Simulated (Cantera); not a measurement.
Standard-state values (1 bar) from the NASA 1993 polynomials, evaluated with Cantera. Values are per mole of reaction as written; species without (g) are pure solids or liquids, kept so even where they would boil at 1 bar.

Between 423 and 2423 K, where is each reaction favourable under standard conditions?
- 2 C + O2(g) ⇌ 2 CO(g)
- Ta + O2(g) ⇌ TaO2(g)
- 2 Ti + O2(g) ⇌ 2 TiO(g)


- 2 C + O2(g) ⇌ 2 CO(g): ΔG° is -297 kJ at 423 K and -642 kJ at 2423 K; it stays negative (K > 1). ΔH° is -245 kJ and ΔS° 164 J/K at 2423 K.
- Ta + O2(g) ⇌ TaO2(g): ΔG° is -215 kJ at 423 K and -259 kJ at 2423 K; it stays negative (K > 1). ΔH° is -220 kJ and ΔS° 16 J/K at 2423 K.
- 2 Ti + O2(g) ⇌ 2 TiO(g): ΔG° is 24 kJ at 423 K and -302 kJ at 2423 K; it changes sign between 423 and 623 K. ΔH° is 6 kJ and ΔS° 127 J/K at 2423 K.
